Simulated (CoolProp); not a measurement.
The fluid at 293.15 K and 10.8 MPa flows at 0.053 m/s in a round tube of 100 mm bore and 45 µm roughness, fully developed (64/Re and Nu = 3.66 if laminar; Colebrook and Gnielinski if turbulent). The same conditions are run with several fluids, on thermodynamics alone (safety and materials aside).

Computed with CoolProp (reference Helmholtz-energy equation of state of each fluid (toluene: Lemmon 2006; R245fa: Akasaka 2015; n-butane: Bücker 2006; isobutane: Bücker 2006)).

```tsv
fluid	Reynolds number	Darcy friction factor	pressure drop (Pa/m)	heat-transfer coefficient (W/(m² K))	mass flow (kg/h)
toluene	7230	0.0343	0.421	82.4	1310
R245fa	15200	0.0285	0.553	111	2070
n-butane	16700	0.0280	0.233	115	890
isobutane	16400	0.0281	0.227	103	861
```

Transport values come from each fluid's own correlations; those of R245fa are estimates that may be off by 10 % or more.
